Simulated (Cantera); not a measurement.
What does this Cantera script print?

```python
import numpy as np
import cantera as ct

gas = ct.Solution("gri30.yaml", transport_model="multicomponent")
show = ['NO', 'H2O', 'CH4']

rows = []
print(f"{'T/K':>7s}{'rho':>11s}{'cp':>10s}{'mu':>11s}{'lambda':>11s}{'Pr':>7s}" + "".join(f"{'D_' + s:>11s}" for s in show))
for T in [400, 500, 600, 700, 800, 900, 1000]:
    gas.TPX = T, 40, {'C2H4': 0.34}
    Pr = gas.cp_mass * gas.viscosity / gas.thermal_conductivity
    D = [gas.mix_diff_coeffs_mole[gas.species_index(s)] for s in show]
    rows.append([gas.density, gas.cp_mass, gas.viscosity, gas.thermal_conductivity, Pr, *D])
    print(f"{T:7g}{gas.density:11.4e}{gas.cp_mass:10.1f}{gas.viscosity:11.4e}"
          f"{gas.thermal_conductivity:11.4e}{Pr:7.3f}" + "".join(f"{d:11.4e}" for d in D))
print("SI units: kg/m3, J/kg/K, Pa s, W/m/K, m2/s")
```

It prints:

```
    T/K        rho        cp         mu     lambda     Pr       D_NO      D_H2O      D_CH4
    400 3.3741e-04    1876.5 1.3349e-05 3.3468e-02  0.748 6.7923e-02 7.3001e-02 7.3764e-02
    500 2.6993e-04    2220.0 1.6342e-05 4.8402e-02  0.750 1.0118e-01 1.1332e-01 1.1072e-01
    600 2.2494e-04    2528.6 1.9101e-05 6.4386e-02  0.750 1.3929e-01 1.6106e-01 1.5325e-01
    700 1.9281e-04    2785.0 2.1665e-05 8.0425e-02  0.750 1.8191e-01 2.1558e-01 2.0091e-01
    800 1.6871e-04    2990.8 2.4066e-05 9.5982e-02  0.750 2.2877e-01 2.7638e-01 2.5338e-01
    900 1.4996e-04    3167.1 2.6332e-05 1.1128e-01  0.749 2.7963e-01 3.4305e-01 3.1040e-01
   1000 1.3496e-04    3354.1 2.8480e-05 1.2754e-01  0.749 3.3433e-01 4.1523e-01 3.7174e-01
SI units: kg/m3, J/kg/K, Pa s, W/m/K, m2/s
```

Detailed kinetics in Cantera: GRI-Mech 3.0 (53 species, 325 reactions).
